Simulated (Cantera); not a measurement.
A freely propagating, adiabatic, planar premixed flame of H2 : O2 : N2 = 1 : 0.5 : 1.88 (molar parts), equivalence ratio 1.0, unburnt at 373 K and 3750 Torr; mixture-averaged transport, grid criteria slope 0.08 and curve 0.16, no radiation.

Detailed kinetics in Cantera: the H2/O2 subset of GRI-Mech 3.0, which has no nitrogen chemistry. The hydrogen kinetics of GRI-Mech 3.0 are dated; newer H2 mechanisms differ, most at raised pressure. Burning velocities carry a grid error of a few per cent, more on coarse grids.

x: mole fraction of selected species; z is measured from the peak of heat release.

| z (mm) | T (K) | u (m/s) | x H2 | x O2 | x OH | x H2O | x H2O2 | x H |
|---|---|---|---|---|---|---|---|---|
| -0.154 | 373 | 2.81 | 0.296 | 0.148 | <1e-8 | <1e-8 | <1e-8 | <1e-8 |
| -0.103 | 373 | 2.81 | 0.296 | 0.148 | <1e-8 | 1.86e-7 | <1e-8 | <1e-8 |
| -0.0771 | 373 | 2.81 | 0.295 | 0.148 | <1e-8 | 1.96e-6 | 1.18e-8 | <1e-8 |
| -0.0514 | 375 | 2.81 | 0.292 | 0.149 | <1e-8 | 3.49e-5 | 2.58e-7 | <1e-8 |
| -0.0257 | … | 3.22 | … | 0.153 | … | … | … | … |
| -0.0128 | 790 | 5.49 | 0.210 | 0.144 | 0.000927 | 0.0397 | 0.000154 | 0.00124 |
| 0 | 1285 | 8.69 | 0.139 | 0.109 | 0.00273 | 0.121 | 5.17e-5 | 0.0102 |
| 0.0128 | 1625 | 10.9 | 0.0796 | 0.0645 | 0.00693 | 0.201 | 6.40e-6 | 0.0201 |
| 0.0257 | 1817 | 12.1 | 0.0504 | 0.0385 | 0.0111 | 0.244 | 3.55e-6 | 0.0224 |
| 0.0514 | 2007 | 13.3 | 0.0352 | 0.0233 | 0.0144 | 0.272 | 2.07e-6 | 0.0176 |
| 0.103 | 2169 | 14.3 | … | … | 0.0141 | 0.288 | … | … |
| 0.206 | 2292 | 15.0 | 0.0221 | 0.0134 | 0.0121 | 0.302 | 8.98e-7 | 0.00554 |
| 0.411 | 2376 | 15.4 | 0.0161 | 0.0104 | 0.00979 | 0.313 | 6.48e-7 | 0.00282 |

Question: Some entries are withheld; supply them.

Answer: 
- -0.0257, T (K): 444
- -0.0257, x H2: 0.264
- -0.0257, x OH: 1.36e-5
- -0.0257, x H2O: 0.00381
- -0.0257, x H2O2: 3.83e-5
- -0.0257, x H: 1.70e-6
- 0.103, x H2: 0.0286
- 0.103, x O2: 0.0174
- 0.103, x H2O2: 1.30e-6
- 0.103, x H: 0.0105
